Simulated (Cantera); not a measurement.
What does this Cantera script print?

```python
import numpy as np
import cantera as ct

gas_names = """
    CL ALCL3
""".split()
cond_names = """
    ALCL3(s) ALCL3(L) AL(cr) AL(L)
""".split()


def load(file, names, dense=False):
    # The tables refer to 1 bar. Condensed volumes are neglected.
    table = {s.name: s for s in ct.Species.list_from_file(file)}
    out = []
    for n in names:
        d = dict(table[n].input_data)
        d["thermo"] = dict(d["thermo"], **{"reference-pressure": 1e5})
        if dense:
            d["equation-of-state"] = {"model": "constant-volume", "density": "1e6 g/cm^3"}
        out.append(ct.Species.from_dict(d))
    return out


species = {s.name: s for s in load("nasa_gas.yaml", gas_names) + load("nasa_condensed.yaml", cond_names)}
# Each term lists the table entries of one substance; the one whose range holds T is used.
reactions = {
    'AlCl3 = Al + 3 Cl(g)':
        [(-1, ['ALCL3(s)', 'ALCL3(L)']), (1, ['AL(cr)', 'AL(L)']), (3, ['CL'])],
    '3 Cl(g) + Al = AlCl3(g)':
        [(-3, ['CL']), (-1, ['AL(cr)', 'AL(L)']), (1, ['ALCL3'])],
}


def pick(names, T):
    return next(species[n] for n in names if species[n].thermo.min_temp <= T <= species[n].thermo.max_temp)


results = []
for label, terms in reactions.items():
    print(label)
    print("     T/K   dH/kJ  dS/(J/K)   dG/kJ   log10 K")
    for T in [498, 508, 518, 528, 538, 548, 558, 568]:
        used = [(nu, pick(names, T)) for nu, names in terms]
        dH = sum(nu * s.thermo.h(T) for nu, s in used) / 1e6
        dS = sum(nu * s.thermo.s(T) for nu, s in used) / 1e3
        dG = dH - T * dS / 1e3
        logK = -dG * 1e6 / (ct.gas_constant * T * np.log(10))
        results.append((label, T, dH, dS, dG, logK, [s.name for _, s in used]))
        print(f"{T:8g} {dH:8.1f} {dS:8.1f} {dG:8.1f} {logK:8.2f}")
```

It prints:

```
AlCl3 = Al + 3 Cl(g)
     T/K   dH/kJ  dS/(J/K)   dG/kJ   log10 K
     498   1032.2    334.1    865.8   -90.81
     508   1031.9    333.5    862.5   -88.68
     518   1031.6    332.9    859.1   -86.63
     528   1031.3    332.3    855.8   -84.66
     538   1031.0    331.7    852.5   -82.77
     548   1030.7    331.2    849.2   -80.94
     558   1030.4    330.7    845.9   -79.18
     568   1030.1    330.1    842.6   -77.48
3 Cl(g) + Al = AlCl3(g)
     T/K   dH/kJ  dS/(J/K)   dG/kJ   log10 K
     498   -951.9   -218.2   -843.3    88.45
     508   -952.1   -218.5   -841.1    86.48
     518   -952.3   -218.9   -838.9    84.59
     528   -952.4   -219.2   -836.7    82.77
     538   -952.6   -219.5   -834.5    81.02
     548   -952.8   -219.8   -832.3    79.33
     558   -952.9   -220.1   -830.1    77.71
     568   -953.1   -220.4   -827.9    76.14
```

Standard-state values (1 bar) from the NASA 1993 polynomials, evaluated with Cantera. Condensed species are held in their standard states even where they would react or evaporate.
